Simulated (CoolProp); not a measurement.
Saturation properties of isohexane (Tc = 497.7 K, pc = 3043 kPa, ω = 0.280).

The numbers come from the reference Helmholtz-energy equation of state, Lemmon 2006 in CoolProp. It is a short technical equation, of lower accuracy than the large ones.

| T (K) | p (kPa) | liquid density (kg/m³) | enthalpy of vaporisation (kJ/kg) | liquid cp (kJ/(kg K)) | surface tension (mN/m) |
|---|---|---|---|---|---|
| 315.1 | 54.46 | 632.7 | 336.0 | 2.318 | 15.2 |
| 318.4 | 61.30 | 629.6 | 333.7 | 2.335 | 14.8 |
| 321.8 | 69.05 | 626.3 | 331.3 | 2.352 | 14.5 |
| 325.1 | 77.28 | 623.1 | 329.0 | 2.369 | 14.2 |
| 328.4 | 86.28 | 619.9 | 326.7 | 2.386 | 13.9 |
| 331.8 | 96.38 | 616.6 | 324.2 | 2.403 | 13.5 |
| 335.1 | 107.1 | 613.4 | 321.8 | 2.420 | 13.2 |
| 338.4 | 118.6 | 610.1 | 319.3 | 2.438 | 12.9 |
| 341.8 | 131.5 | 606.7 | 316.8 | 2.456 | 12.6 |
| 345.1 | 145.1 | 603.3 | 314.3 | 2.474 | 12.2 |
| 348.4 | 159.7 | 599.9 | 311.7 | 2.492 | 11.9 |

It boils at 333.4 K under 1 atm.

Surface tension comes from a separate correlation (Mulero 2012).
